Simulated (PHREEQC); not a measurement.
A solution holds 0.0053 mol/kgw Pb(NO3)2 and 0.00062 mol/kgw NaCl, at 25 °C. Closed to the air; pH follows from the charge balance.

Computed with PHREEQC (ion-association model, phreeqc.dat).

Each row changes one thing in this solution. This is a speciation only: nothing precipitates in the calculation.

```tsv
case	pH	ionic strength (mol/kgw)	NO3- (mol/kgw)	Pb+2 (mol/kgw)	PbNO3+ (mol/kgw)	PbOH+ (mol/kgw)	SI of Pb(OH)2 (Pb(OH)2)
as made	5.08	0.0155	0.0102	0.00479	0.000435	7.80e-6	-0.52
Pb(NO3)2 from 0.0053 to 0.053 mol/kgw	…	0.127	…	0.0366	0.0162	1.09e-5	-0.99
0.0029 mol/kgw CO2 added	4.18	0.0155	0.0102	0.00475	0.000432	9.64e-7	-2.33
Pb(NO3)2 from 0.0053 to 0.00477 mol/kgw	5.11	0.0141	0.00918	0.00434	0.000363	7.52e-6	-0.51
NaCl from 0.00062 to 0.0031 mol/kgw	5.10	0.0176	0.0102	0.00458	0.000406	7.58e-6	-0.52
NaCl left out	5.08	0.0150	0.0102	0.00485	0.000443	7.85e-6	-0.52
temperature from 25 to 10 °C	5.08	0.0155	0.0102	0.00480	0.000441	7.84e-6	-1.06
diluted 100-fold with water	6.01	0.000164	0.000106	5.19e-5	7.67e-8	9.85e-7	-0.45
```

Complete the blanks.


- Pb(NO3)2 from 0.0053 to 0.053 mol/kgw, pH: 4.53
- Pb(NO3)2 from 0.0053 to 0.053 mol/kgw, NO3- (mol/kgw): 0.0898

Complexes and solids missing from the database can't appear. At this temperature some constants are extrapolated from 25 °C, and those without enthalpy data are left unchanged.
